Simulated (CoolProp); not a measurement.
Sulfur hexafluoride along the isotherm 11.55 °C: fugacity coefficient from the reference equation and from simpler models built on Tc = 45.6 °C, pc = 37.55 bar, ω = 0.210; each cubic takes its own stable root.

Computed with CoolProp (reference Helmholtz-energy equation of state, Guder 2009).

```json
[
 {"p (bar)": "7.04", "phase": "gas", "reference": "0.9099", "van der Waals": "0.9273", "Soave-Redlich-Kwong": "0.9097", "Peng-Robinson": "0.9025"},
 {"p (bar)": "14.1", "phase": "gas", "reference": "0.8193", "van der Waals": "0.8543", "Soave-Redlich-Kwong": "0.8200", "Peng-Robinson": "0.8072"},
 {"p (bar)": "21.1", "phase": "liquid", "reference": "0.6403", "van der Waals": "0.7799", "Soave-Redlich-Kwong": "0.6508", "Peng-Robinson": "0.6328"},
 {"p (bar)": "28.2", "phase": "liquid", "reference": "0.4934", "van der Waals": "0.6475", "Soave-Redlich-Kwong": "0.5031", "Peng-Robinson": "0.4873"},
 {"p (bar)": "35.2", "phase": "liquid", "reference": "0.4069", "van der Waals": "0.5424", "Soave-Redlich-Kwong": "0.4160", "Peng-Robinson": "0.4015"},
 {"p (bar)": "42.2", "phase": "liquid", "reference": "0.3492", "van der Waals": "0.4724", "Soave-Redlich-Kwong": "0.3580", "Peng-Robinson": "0.3443"},
 {"p (bar)": "49.3", "phase": "liquid", "reference": "0.3076", "van der Waals": "0.4222", "Soave-Redlich-Kwong": "0.3162", "Peng-Robinson": "0.3030"},
 {"p (bar)": "56.3", "phase": "liquid", "reference": "0.2770", "van der Waals": "0.3854", "Soave-Redlich-Kwong": "0.2854", "Peng-Robinson": "0.2725"}
]
```

At some of these states van der Waals gives the other phase, because its saturation line lies elsewhere.
